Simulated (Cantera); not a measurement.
A closed system holds: 1 mol B, 4.9 mol NH3, 46 mol N2, equilibrated at 1025 °C and 1000 Pa.

Cantera equilibrium calculation (NASA polynomials, part measured and part estimated; ideal gas, pure solids and liquids). Candidate condensed phases: B, BN; 15 gas species. Kinetics and transport are ignored.

Base state: N2 0.867, H2 0.133 (mole fractions); condensed: BN(s).

Task: What changes in the equilibrium state with this change: B replaced by B2O3?

Result: 
| species | before | after |
|---|---|---|
| N2 | 0.867 | 0.868 |
| H2 | 0.133 | 0.131 |
| HBO2 | 0 | 0.000456 |
| H2O | 0 | 0.000230 |
| HBO | 0 | 3.33e-5 |
| B2O3 | 0 | 1.76e-5 |
| BN(s), mol | 1.00 | 0.0164 |
| B2O3(l), mol | 0 | 0.977 |
Mutual solubility and eutectic melting of coexisting phases are not modelled. Further candidate phases: B2O3, B3O3H3, H2O.
